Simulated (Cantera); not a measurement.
**SiCl₄ + N₂O + N₂ (silicon oxide and oxynitride deposition)**

A closed system holds: 1 mol SiCl₄, 30 mol N₂O, 49 mol N₂, equilibrated at 1.00 Torr.

These are equilibrium values from Cantera (NASA tables, ideal gas, pure condensed phases), not measurements of a reactor. Candidate condensed phases: Si, SiO₂, Si₂N₂O, Si₃N₄; 23 gas species. The tables hold silica as quartz up to 1696 K and as liquid above; real silica turns to tridymite and cristobalite and melts near 1996 K. Equilibrium is a limit: real reactors are often held back by kinetics, nucleation or transport.

| T (K) | log p N₂ | log p O₂ | log p Cl | log p Cl₂ | log p NO | n SiO₂(α-quartz) | n SiO₂(β-quartz) |
|---|---|---|---|---|---|---|---|
| 800 | -2.96 | -3.71 | -7.31 | -4.55 | -8.64 | 1.00 | 0 |
| 850 | -2.96 | -3.71 | -6.83 | -4.55 | -8.29 | 0 | 1.00 |
| 900 | -2.96 | -3.71 | -6.41 | -4.55 | -7.98 | 0 | 1.00 |
| 950 | -2.96 | -3.71 | -6.03 | -4.56 | -7.70 | 0 | 1.00 |
| 1000 | -2.96 | -3.71 | -5.69 | -4.57 | -7.45 | 0 | 1.00 |
| 1050 | -2.96 | -3.71 | -5.39 | -4.58 | -7.22 | 0 | 1.00 |
| 1100 | -2.96 | -3.71 | -5.13 | -4.62 | -7.01 | 0 | 1.00 |
| 1150 | -2.96 | -3.71 | -4.90 | -4.67 | -6.82 | 0 | 1.00 |
| 1200 | -2.96 | -3.71 | -4.70 | -4.75 | -6.65 | 0 | 1.00 |
| 1250 | -2.96 | -3.71 | -4.54 | -4.87 | -6.49 | 0 | 1.00 |
| 1300 | -2.96 | -3.71 | -4.43 | -5.04 | -6.35 | 0 | 1.00 |
| 1350 | -2.96 | -3.71 | -4.35 | -5.27 | -6.21 | 0 | 1.00 |
log p: log10 of the partial pressure in bar; n: condensed amount in mol.

At 800 K the condensed part is SiO₂(α-quartz). From 850 K to 1350 K the condensed part is SiO₂(β-quartz).
